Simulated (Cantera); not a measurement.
Input (Python, Cantera):

```python
import numpy as np
import cantera as ct

gas = ct.Solution("gri30.yaml")
gas.TPX = 1450, 500000, {'CO': 0.0049, 'O2': 0.044, 'H2O': 0.00067, 'N2': 1}
inlet = ct.Reservoir(gas, clone=True)

reactor = ct.IdealGasConstPressureReactor(gas, energy="off", clone=False)
exhaust = ct.Reservoir(gas, clone=True)
tau = [6.9, 2.4, 0.81, 0.28, 0.094, 0.032, 0.011, 0.0037, 0.0013][0]
for a, b in ((inlet, reactor), (reactor, exhaust)):
    ct.MassFlowController(a, b, mdot=lambda t: reactor.mass / tau)
net = ct.ReactorNet([reactor])
show = ['CO', 'O2', 'H2O', 'NO', 'NO2', 'H2O2']

rows = []
print(f"{'tau/s':>10s}{'T/K':>9s}" + "".join(f"{s:>11s}" for s in show))
for tau in [6.9, 2.4, 0.81, 0.28, 0.094, 0.032, 0.011, 0.0037, 0.0013]:
    net.initial_time = 0.0
    net.advance(30 * tau)
    before = gas.X
    net.advance(40 * tau)
    drift = np.max(np.abs(gas.X - before) / (gas.X + 1e-9))
    rows.append([gas.T, *gas[show].X, drift])
    print(f"{tau:10.3e}{gas.T:9.1f}" + "".join(f"{x:11.3e}" for x in gas[show].X))
```

Result:

```
     tau/s      T/K         CO         O2        H2O         NO        NO2       H2O2
 6.900e+00   1450.0  1.046e-05  3.968e-02  6.376e-04  3.542e-06  7.665e-08  2.775e-10
 2.400e+00   1450.0  2.290e-05  3.969e-02  6.369e-04  3.717e-06  1.062e-07  4.741e-10
 8.100e-01   1450.0  5.103e-05  3.970e-02  6.359e-04  4.023e-06  1.425e-07  8.294e-10
 2.800e-01   1450.0  1.110e-04  3.972e-02  6.345e-04  4.281e-06  1.727e-07  1.449e-09
 9.400e-02   1450.0  2.429e-04  3.978e-02  6.326e-04  4.206e-06  1.780e-07  2.613e-09
 3.200e-02   1450.0  5.102e-04  3.990e-02  6.301e-04  3.514e-06  1.444e-07  4.701e-09
 1.100e-02   1450.0  1.008e-03  4.013e-02  6.266e-04  2.339e-06  8.862e-08  8.143e-09
 3.700e-03   1450.0  1.845e-03  4.051e-02  6.224e-04  1.145e-06  3.908e-08  1.293e-08
 1.300e-03   1450.0  2.896e-03  4.099e-02  6.192e-04  3.865e-07  1.213e-08  1.693e-08
```

Detailed kinetics in Cantera: GRI-Mech 3.0 (53 species, 325 reactions).
